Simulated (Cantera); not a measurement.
Charge: 1 mol CH3SiCl3, 0.031 mol CH4, a varied amount of H2, equilibrated at 2050 K and 10.0 mbar.

These are equilibrium values from Cantera (NASA tables, ideal gas, pure condensed phases), not measurements of a reactor. Candidate condensed phases: C, C6H6, C7H8, C8H18, Si, SiC; 109 gas species. The feed counts by its element totals alone. Gases not in the tables: Si2H6 and higher silanes. Rates play no part.

### Question
Which condensed phases are stable at each of these points (n(H2) (mol)): 14, 24, 40, 68, 120, 200, 330, 570?

### Answer
| n(H2) (mol) | condensed phases | Si condensed (%) |
|---|---|---|
| 14 | C(graphite) + SiC(s) | 90.4 |
| 24 | C(graphite) + SiC(s) | 92.9 |
| 40 | C(graphite) + SiC(s) | 93.9 |
| 68 | SiC(s) | 92.3 |
| 120 | SiC(s) | 88.2 |
| 200 | SiC(s) | 81.1 |
| 330 | SiC(s) | 69.3 |
| 570 | SiC(s) | 47.0 |

From 14 mol H2 to 40 mol H2 the condensed part is C(graphite) + SiC(s). From 68 mol H2 to 570 mol H2 the condensed part is SiC(s).
